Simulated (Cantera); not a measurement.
Cu2O + C + N2 (carbothermic reduction)

Feed: 1 mol Cu2O, 1.7 mol C, 0.17 mol N2, equilibrated at 830000 Pa.

These are equilibrium values from Cantera (NASA tables, ideal gas, pure condensed phases), not measurements of a reactor. Candidate condensed phases: C, Cu, CuO, Cu2O; 27 gas species. Kinetics and transport are ignored.

| T (K) | x CO | x N2 | x Cu | x CO2 | x Cu2 | x CN | x C2N2 | n C(graphite) | n Cu(l) |
|---|---|---|---|---|---|---|---|---|---|
| 1375 | 0.840 | 0.147 | 9.91e-8 | 0.0130 | 1.60e-11 | <1e-12 | 5.22e-11 | 0.715 | 2.00 |
| 1475 | 0.849 | 0.146 | 6.46e-7 | 0.00497 | 2.15e-10 | 6.67e-12 | 3.31e-10 | 0.706 | 2.00 |
| 1575 | 0.852 | 0.146 | 3.29e-6 | 0.00213 | 2.04e-9 | 6.39e-11 | 1.66e-9 | 0.702 | 2.00 |
| 1675 | 0.854 | 0.145 | 1.38e-5 | 0.00101 | 1.47e-8 | 4.67e-10 | 6.91e-9 | 0.701 | 2.00 |
| 1775 | 0.854 | 0.145 | 4.87e-5 | 0.000526 | 8.36e-8 | 2.72e-9 | 2.45e-8 | 0.701 | 2.00 |
| 1875 | 0.854 | 0.145 | 0.000150 | 0.000294 | 3.91e-7 | 1.31e-8 | 7.56e-8 | 0.700 | 2.00 |
| 1975 | 0.854 | 0.145 | 0.000410 | 0.000175 | 1.55e-6 | 5.37e-8 | 2.08e-7 | 0.700 | 2.00 |
| 2075 | 0.854 | 0.145 | 0.00101 | 0.000110 | 5.36e-6 | 1.92e-7 | 5.21e-7 | 0.700 | 2.00 |
| 2175 | 0.853 | 0.145 | 0.00230 | 7.19e-5 | 1.64e-5 | 6.08e-7 | 1.20e-6 | 0.700 | 2.00 |
| 2275 | 0.850 | 0.145 | 0.00486 | 4.89e-5 | 4.51e-5 | 1.74e-6 | 2.55e-6 | 0.700 | 1.99 |
| 2375 | 0.846 | 0.144 | 0.00959 | 3.44e-5 | 0.000113 | 4.55e-6 | 5.07e-6 | 0.700 | 1.99 |
| 2475 | 0.839 | 0.143 | 0.0179 | 2.47e-5 | 0.000263 | 1.10e-5 | 9.52e-6 | 0.700 | 1.98 |
x: gas mole fraction; n: condensed amount in mol.

From 1375 K to 2475 K the condensed part is C(graphite) + Cu(l). The main Cu-bearing gas is Cu throughout.
